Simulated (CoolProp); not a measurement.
Properties of ethanol along the isotherm 524.5 K (Tc = 514.7 K, pc = 62.68 bar, ω = 0.644).

Model: reference Helmholtz-energy equation of state, Schroeder 2014, in CoolProp.

```
p (bar)          phase  density (kg/m³)  speed of sound (m/s)  fugacity coefficient
-------  -------------  ---------------  --------------------  --------------------
19.6               gas            22.80                 300.0                   [?]
39.2               gas            52.20                 272.6                0.8309
58.8               gas            100.2                 230.1                0.7420
78.3     supercritical            352.1                   [?]                0.6321
97.9     supercritical            442.2                 297.8                0.5320
118      supercritical            476.2                 371.7                0.4622
137      supercritical            496.4                 425.4                0.4148
157      supercritical            512.2                   [?]                0.3775
176      supercritical            524.3                 509.6                0.3500
196      supercritical            535.1                 544.5                0.3271
215      supercritical            544.0                 574.2                0.3095
235      supercritical            552.3                   [?]                   [?]
255      supercritical            559.9                 628.8                0.2817
274      supercritical            566.4                   [?]                0.2717
294      supercritical            572.8                 674.5                0.2627
313      supercritical            578.4                   [?]                0.2555
```

Complete the blanks.


- 19.6, fugacity coefficient: 0.9157
- 78.3, speed of sound (m/s): 194.9
- 157, speed of sound (m/s): 471.9
- 235, speed of sound (m/s): 602.7
- 235, fugacity coefficient: 0.2943
- 274, speed of sound (m/s): 651.9
- 313, speed of sound (m/s): 694.8
